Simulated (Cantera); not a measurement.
Cantera run, input and output.

```python
import numpy as np
import cantera as ct

gas = ct.Solution("gri30.yaml")
gas.TPX = 875, 20000, {'H2': 0.35, 'O2': 1, 'N2': 2.1}
reactor = ct.IdealGasConstPressureReactor(gas, energy="off", clone=False)
net = ct.ReactorNet([reactor])
net.rtol, net.atol = 1e-08, 1e-18
show = ['H2', 'O2', 'NO2', 'NO', 'H2O2']
times = np.geomspace(1e-05, 6, 12)

steps = ct.SolutionArray(gas, extra=["t"])
rows = []
print(f"{'t/s':>10s}{'T/K':>9s}{'P/Pa':>11s}" + "".join(f"{s:>11s}" for s in show))
for t in times:
    while net.time < t:
        t_next = net.step()
        steps.append(gas.state, t=t_next)
    rows.append([np.interp(t, steps.t, y) for y in (steps.T, steps.P, *steps(*show).X.T)])
    print(f"{t:10.3e}{rows[-1][0]:9.1f}{rows[-1][1]:11.4g}" + "".join(f"{x:11.3e}" for x in rows[-1][2:]))
rate = np.gradient(steps.T, steps.t)
print("integrator steps:", len(steps.t))
if steps.T.max() > steps.T[0] + 200:
    print(f"time of steepest temperature rise: {steps.t[rate.argmax()]:.4e} s")
gas.TPX = 875, 20000, {'H2': 0.35, 'O2': 1, 'N2': 2.1}
gas.equilibrate("TP")
print(f"equilibrium (TP): T = {gas.T:.1f} K  " + "  ".join(f"{s} {gas[s].X[0]:.3e}" for s in show))
```

It prints:

```
       t/s      T/K       P/Pa         H2         O2        NO2         NO       H2O2
 1.000e-05    875.0      2e+04  1.014e-01  2.899e-01  1.211e-40  5.970e-30  1.235e-17
 3.352e-05    875.0      2e+04  1.014e-01  2.899e-01  5.107e-38  2.774e-28  1.488e-16
 1.123e-04    875.0      2e+04  1.014e-01  2.899e-01  3.440e-35  1.438e-26  2.090e-15
 3.766e-04    875.0      2e+04  1.014e-01  2.899e-01  1.356e-31  2.575e-24  5.131e-14
 1.262e-03    875.0      2e+04  1.014e-01  2.899e-01  9.963e-24  4.207e-19  2.606e-11
 4.231e-03    875.0      2e+04  2.913e-02  2.626e-01  1.768e-10  2.731e-08  3.985e-06
 1.418e-02    875.0      2e+04  1.715e-02  2.583e-01  8.247e-09  1.997e-08  3.920e-05
 4.753e-02    875.0      2e+04  1.658e-02  2.581e-01  2.043e-08  7.795e-09  9.512e-05
 1.593e-01    875.0      2e+04  1.558e-02  2.576e-01  2.065e-08  7.589e-09  1.902e-04
 5.340e-01    875.0      2e+04  1.261e-02  2.565e-01  2.163e-08  6.658e-09  3.095e-04
 1.790e+00    875.0      2e+04  6.593e-03  2.543e-01  2.356e-08  4.813e-09  2.449e-04
 6.000e+00    875.0      2e+04  1.226e-03  2.523e-01  2.590e-08  2.547e-09  4.810e-05
integrator steps: 1351
equilibrium (TP): T = 875.0 K  H2 5.967e-13  O2 2.519e-01  NO2 4.601e-07  NO 6.464e-06  H2O2 1.089e-11
```

Detailed kinetics in Cantera: GRI-Mech 3.0 (53 species, 325 reactions). Below about 950 K walls govern HO2 and H2O2 in real vessels. The temperature is held fixed by assumption; the heat of reaction is taken as removed at once.
